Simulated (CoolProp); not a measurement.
A simple Rankine cycle with hexamethyldisiloxane (MM): condensing at 316.15 K, boiler at 1.46 MPa, turbine inlet 506.1 K, turbine efficiency 0.75, pump efficiency 0.8, no recuperator. Each further row changes one setting.

Model: reference Helmholtz-energy equation of state, Thol 2016, in CoolProp.

| case | thermal efficiency (%) | net work (kJ/kg) | heat in (kJ/kg) | turbine exit temperature (K) | volume ratio over the turbine |
|---|---|---|---|---|---|
| as stated | 14.4 | 74.1 | 516 | 445.6 | 169 |
| turbine inlet 526.1 K | 14.0 | 79.3 | 566 | 468.8 | 147 |
| condensing temperature 308.15 K | 15.1 | 80.1 | 532 | 442.4 | 241 |
| boiler pressure 1.02 MPa | 13.6 | 72.6 | 536 | 456.5 | 93.6 |
| turbine efficiency 0.65 | 12.4 | 63.9 | 516 | 451.0 | 171 |
